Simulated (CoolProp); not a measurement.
Saturation properties of propylene.

Computed with CoolProp (reference Helmholtz-energy equation of state, Lemmon 2013).

```csv
T (K),p (MPa),liquid density (kg/m³),enthalpy of vaporisation (kJ/kg),surface tension (mN/m)
182.2,?,661.3,483.4,23.1
187,0.01155,655.8,478.7,22.4
191.9,?,?,473.9,21.7
196.7,0.02188,644.6,?,21.0
201.6,0.02942,638.9,464.2,20.2
206.5,0.03892,633.1,459.2,19.5
211.3,?,627.4,454.2,18.8
216.2,0.06492,621.5,449.0,18.1
221,0.08206,615.6,443.9,?
225.9,0.1030,609.6,438.5,?
230.8,0.1280,603.5,433.0,?
```

Task: Some entries are withheld; supply them.

Result: 
- 182.2, p (MPa): 0.008175
- 191.9, p (MPa): 0.01610
- 191.9, liquid density (kg/m³): 650.2
- 196.7, enthalpy of vaporisation (kJ/kg): 469.1
- 211.3, p (MPa): 0.05047
- 221, surface tension (mN/m): 17.4
- 225.9, surface tension (mN/m): 16.7
- 230.8, surface tension (mN/m): 16.0

It boils at 225.5 K under 1 atm.

Surface tension comes from a separate correlation (Mulero 2012).
